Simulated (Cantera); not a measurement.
Charge: 1 mol (CH₃)₂SiCl₂, 880 mol H₂, equilibrated at 1448 K.

These are equilibrium values from Cantera (NASA tables, ideal gas, pure condensed phases), not measurements of a reactor. Candidate condensed phases: C, C₆H₆, C₇H₈, C₈H₁₈, Si, SiC; 109 gas species. The feed counts by its element totals alone. The numbers say what is thermodynamically allowed, not how fast it happens.

### Question
At 16.0 mbar, list the 4 most abundant gas species with their mole fractions, and the condensed phases.

### Answer
H₂ 0.998, HCl 0.00226, H 7.28e-5, CH₄ 5.31e-5. Condensed: C(graphite) + SiC(s).
